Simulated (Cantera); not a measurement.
**Zr + O2 + H2 (tantalum, niobium, vanadium and zirconium in process gases)**

Feed: 1 mol Zr, 0.031 mol O2, 7 mol H2, equilibrated at 1300 Pa.

Method: chemical equilibrium by Gibbs-energy minimisation in Cantera with the NASA 1993 tables (ideal gas, pure condensed phases). Candidate condensed phases: H2O, Zr, ZrO2; 12 gas species. Mutual solubility and eutectic melting of coexisting phases are not modelled. Condensed phases not in the tables: N, O or C dissolved in the metal. The numbers say what is thermodynamically allowed, not how fast it happens.

| T (K) | x H2 | x H | x ZrO | x Zr | n Zr(β) | n ZrO2(tetragonal) | n Zr(l) |
|---|---|---|---|---|---|---|---|
| 1750 | 0.998 | 0.00204 | 2.02e-8 | 1.07e-9 | 0.969 | 0.0310 | 0 |
| 1800 | 0.997 | 0.00314 | 6.56e-8 | 3.38e-9 | 0.969 | 0.0310 | 0 |
| 1850 | 0.995 | 0.00471 | 1.99e-7 | 1.00e-8 | 0.969 | 0.0310 | 0 |
| 1900 | 0.993 | 0.00694 | 5.71e-7 | 2.81e-8 | 0.969 | 0.0310 | 0 |
| 1950 | 0.990 | 0.0100 | 1.55e-6 | 7.46e-8 | 0.969 | 0.0310 | 0 |
| 2000 | 0.986 | 0.0142 | 3.98e-6 | 1.89e-7 | 0.969 | 0.0310 | 0 |
| 2050 | 0.980 | 0.0197 | 9.79e-6 | 4.56e-7 | 0.969 | 0.0310 | 0 |
| 2100 | 0.973 | 0.0270 | 2.30e-5 | 1.06e-6 | 0.969 | 0.0309 | 0 |
| 2150 | 0.964 | 0.0363 | 5.16e-5 | 2.32e-6 | 0 | 0.0308 | 0.969 |
| 2200 | 0.952 | 0.0482 | 0.000111 | 4.85e-6 | 0 | 0.0306 | 0.969 |
| 2250 | 0.937 | 0.0630 | 0.000229 | 9.80e-6 | 0 | 0.0301 | 0.968 |
| 2300 | 0.918 | 0.0813 | 0.000459 | 1.92e-5 | 0 | 0.0293 | 0.967 |
| 2350 | 0.896 | 0.104 | 0.000893 | 3.65e-5 | 0 | 0.0276 | 0.965 |
x: gas mole fraction; n: condensed amount in mol.

From 1750 K to 2100 K the condensed part is Zr(β) + ZrO2(tetragonal). From 2150 K to 2350 K the condensed part is Zr(l) + ZrO2(tetragonal). The main Zr-bearing gas is ZrO throughout.
